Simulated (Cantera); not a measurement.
# Diamond growth

A diamond (100) surface in a fixed gas of H2 with x(CH4) = 0.0068, x(H) = 0.00047, x(CH3) = 0.00018, 10.5 Torr; coverages are run to steady state.

Model: the Harris–Goodwin 1993 mechanism for the reconstructed diamond (100) surface, integrated in Cantera.

```csv
T (K),growth (µm/h),θ c6HH,θ c6H*,θ c6*H,θ c6**,θ c6HM
925,0.560,0.521,0.00937,0.241,0.00357,0.177
975,0.541,0.539,0.0137,0.301,0.00564,0.105
1025,0.366,0.550,0.0189,0.361,0.00825,0.0439
1075,0.208,0.538,0.0240,0.404,0.0109,0.0143
1125,0.135,0.517,0.0288,0.432,0.0133,0.00431
1175,0.116,0.497,0.0334,0.449,0.0154,0.00132
1225,0.110,0.483,0.0377,0.459,0.0170,0.000415
1275,0.0915,0.475,0.0416,0.464,0.0182,0.000133
1325,0.0553,0.472,0.0451,0.463,0.0190,4.47e-5
1375,0.0256,0.474,0.0482,0.458,0.0192,1.63e-5
```
θ: site fractions in the mechanism's names (c6HH fully hydrogenated, c6H* and c6*H radical sites, c6** diradical, c6HM methylated).
